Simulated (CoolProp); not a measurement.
Vapour-liquid equilibrium of carbon dioxide (1) + ethane (2) at 257.2 K; x and y are mole fractions of (1).

Values from CoolProp's multi-fluid Helmholtz-energy mixture model, Span 1996 and Bücker 2006; pair parameters Kunz 2012.

```json
[
 {"x": "0.05", "bubble pressure, mixture model (bar)": "17.42", "bubble pressure, Raoult's law (bar)": "16.20", "y, mixture model": "0.109", "y, Raoult's law": "0.069"},
 {"x": "0.125", "bubble pressure, mixture model (bar)": "19.47", "bubble pressure, Raoult's law (bar)": "16.68", "y, mixture model": "0.236", "y, Raoult's law": "0.167"},
 {"x": "0.2", "bubble pressure, mixture model (bar)": "21.20", "bubble pressure, Raoult's law (bar)": "17.16", "y, mixture model": "0.332", "y, Raoult's law": "0.260"},
 {"x": "0.275", "bubble pressure, mixture model (bar)": "22.62", "bubble pressure, Raoult's law (bar)": "17.64", "y, mixture model": "0.409", "y, Raoult's law": "0.347"},
 {"x": "0.35", "bubble pressure, mixture model (bar)": "23.77", "bubble pressure, Raoult's law (bar)": "18.12", "y, mixture model": "0.472", "y, Raoult's law": "0.430"},
 {"x": "0.425", "bubble pressure, mixture model (bar)": "24.65", "bubble pressure, Raoult's law (bar)": "18.60", "y, mixture model": "0.526", "y, Raoult's law": "0.509"},
 {"x": "0.5", "bubble pressure, mixture model (bar)": "25.29", "bubble pressure, Raoult's law (bar)": "19.08", "y, mixture model": "0.574", "y, Raoult's law": "0.584"},
 {"x": "0.575", "bubble pressure, mixture model (bar)": "25.70", "bubble pressure, Raoult's law (bar)": "19.56", "y, mixture model": "0.619", "y, Raoult's law": "0.655"},
 {"x": "0.65", "bubble pressure, mixture model (bar)": "25.91", "bubble pressure, Raoult's law (bar)": "20.04", "y, mixture model": "0.663", "y, Raoult's law": "0.723"},
 {"x": "0.725", "bubble pressure, mixture model (bar)": "25.88", "bubble pressure, Raoult's law (bar)": "20.51", "y, mixture model": "0.708", "y, Raoult's law": "0.787"},
 {"x": "0.8", "bubble pressure, mixture model (bar)": "25.59", "bubble pressure, Raoult's law (bar)": "20.99", "y, mixture model": "0.759", "y, Raoult's law": "0.849"},
 {"x": "0.875", "bubble pressure, mixture model (bar)": "24.92", "bubble pressure, Raoult's law (bar)": "21.47", "y, mixture model": "0.823", "y, Raoult's law": "0.908"},
 {"x": "0.95", "bubble pressure, mixture model (bar)": "23.64", "bubble pressure, Raoult's law (bar)": "21.95", "y, mixture model": "0.913", "y, Raoult's law": "0.964"}
]
```

The largest gap from Raoult's law is +32.5 % in bubble pressure, at x = 0.5. y crosses x between x = 0.65 and 0.725: the model has an azeotrope there.

Pair parameters are fitted to limited data, so mixtures are less certain than the pure fluids.
